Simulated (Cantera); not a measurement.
A Cantera script and what it prints.

```python
import numpy as np
import cantera as ct

gas_names = """
    F F2 N NF NF2 NF3 N2 Si SiF SiF2 SiF3 SiF4 SiN Si2 Si2N Si3
""".split()
cond_names = """
    Si(cr) Si(L) Si3N4(a)
""".split()


# ... load() reads the species with a 1 bar reference pressure and builds the phases ...
atoms = {
    'Si': {'Si': 1},
    'NF3': {'N': 1, 'F': 3},
    'N2': {'N': 2},
}
top_T = {'Si3N4(a)': 2400}  # K; cautious upper limits of use, not melting points


# ... equilibrate(T, P, feed) seeds the gas with the atoms and calls Mixture.equilibrate('TP', solver="vcs", rtol=1e-11, max_steps=5000) ...
results = []
feed = {'Si': 1, 'NF3': 4.5, 'N2': 5.8}  # mol
T = 825  # K
for P in [1, 4.2, 18, 75, 320, 1300, 5600, 24000, 100000]:
    mix = equilibrate(T, P, feed)
    results.append((T, P, feed, dict(zip(mix.species_names, mix.species_moles))))

top = {s: max(r[3][s] / sum(r[3][g] for g in gas_names) for r in results) for s in gas_names}
cols = sorted((s for s in top if top[s] > 0.0001), key=lambda s: -top[s])[:5]
seen = [c for c in cond_names if any(r[3].get(c, 0) > 1e-12 for r in results)]
print("log10 of partial pressures in bar; condensed amounts in mol")
print(f"{'P/Pa':>10s}" + "".join(f"{s[:9]:>10s}" for s in cols + seen))
for T, P, feed, n in results:
    ng = sum(n[g] for g in gas_names)
    print(f"{P:10.4g}" + "".join(f"{np.log10(max(n[s] / ng * P / 1e5, 1e-99)):10.3f}" for s in cols)
          + "".join(f"{n.get(c, 0):10.4g}" for c in seen))
```

It prints:

```
log10 of partial pressures in bar; condensed amounts in mol
      P/Pa        N2         F        F2       NF3      SiF4
         1    -5.356    -5.312    -6.787   -11.809    -6.261
       4.2    -4.717    -4.741    -5.646    -9.778    -5.622
        18    -4.055    -4.237    -4.638    -7.936    -4.961
        75    -3.405    -3.821    -3.806    -6.363    -4.311
       320    -2.753    -3.453    -3.070    -4.933    -3.658
      1300    -2.132    -3.133    -2.429    -3.660    -3.031
      5600    -1.488    -2.840    -1.844    -2.462    -2.371
   2.4e+04    -0.847    -2.613    -1.389    -1.459    -1.703
     1e+05    -0.221    -2.450    -1.063    -0.656    -1.054
```

Cantera equilibrium calculation (NASA polynomials, part measured and part estimated; ideal gas, pure solids and liquids).
